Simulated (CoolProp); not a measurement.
A simple Rankine cycle with benzene: condensing at 308.15 K, boiler at 1.28 MPa, turbine inlet 616 K, turbine efficiency 0.7, pump efficiency 0.7, no recuperator. Each further row changes one setting.

Computed with CoolProp (reference Helmholtz-energy equation of state, Thol 2012).

```tsv
case	thermal efficiency (%)	net work (kJ/kg)	heat in (kJ/kg)	turbine exit temperature (K)	volume ratio over the turbine
as stated	18.0	165	915	523.9	58.9
condensing temperature 300.15 K	19.1	177	929	517.0	?
boiler pressure 0.896 MPa	16.7	?	920	?	?
turbine efficiency 0.6	?	141	915	536.6	?
```

Question: Some entries are withheld; supply them.

Answer: 
- condensing temperature 300.15 K, volume ratio over the turbine: 82.7
- boiler pressure 0.896 MPa, net work (kJ/kg): 154
- boiler pressure 0.896 MPa, turbine exit temperature (K): 532.6
- boiler pressure 0.896 MPa, volume ratio over the turbine: 41.0
- turbine efficiency 0.6, thermal efficiency (%): 15.4
- turbine efficiency 0.6, volume ratio over the turbine: 60.4
